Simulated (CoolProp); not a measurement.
Vapour-liquid equilibrium of n-hexane (1) + cyclohexane (2) at 0.0129 MPa; x and y are mole fractions of (1).

Values from CoolProp's multi-fluid Helmholtz-energy mixture model, Thol 2019 and Zhou 2014; pair parameters Bell 2016.

| x | bubble temperature, mixture model (°C) | bubble temperature, Raoult's law (°C) | y, mixture model | y, Raoult's law |
|---|---|---|---|---|
| 0.05 | 24.0 | 24.2 | 0.084 | 0.075 |
| 0.125 | 22.9 | 23.3 | 0.196 | 0.182 |
| 0.2 | 21.9 | 22.5 | [?] | 0.280 |
| 0.275 | 21.0 | 21.7 | 0.383 | 0.371 |
| 0.35 | 20.2 | 20.9 | [?] | 0.456 |
| 0.425 | 19.5 | 20.1 | [?] | 0.536 |
| 0.5 | 18.8 | 19.4 | 0.607 | 0.610 |
| 0.575 | [?] | 18.7 | 0.672 | 0.679 |
| 0.65 | 17.5 | 18.0 | 0.735 | 0.744 |
| 0.725 | 17.0 | 17.4 | [?] | 0.805 |
| 0.8 | [?] | 16.7 | [?] | 0.863 |
| 0.875 | 15.9 | 16.1 | [?] | 0.917 |
| 0.95 | 15.4 | 15.5 | 0.964 | 0.968 |

Question: Some entries are withheld; supply them.

Answer: 
- 0.2, y, mixture model: 0.294
- 0.35, y, mixture model: 0.463
- 0.425, y, mixture model: 0.537
- 0.575, bubble temperature, mixture model (°C): 18.1
- 0.725, y, mixture model: 0.795
- 0.8, bubble temperature, mixture model (°C): 16.4
- 0.8, y, mixture model: 0.853
- 0.875, y, mixture model: 0.910

The largest gap from Raoult's law is -0.7 K in bubble temperature, at x = 0.35. No azeotrope shows between x = 0.05 and 0.95.

The pair parameters rest on a limited set of measurements; away from them the model extrapolates.
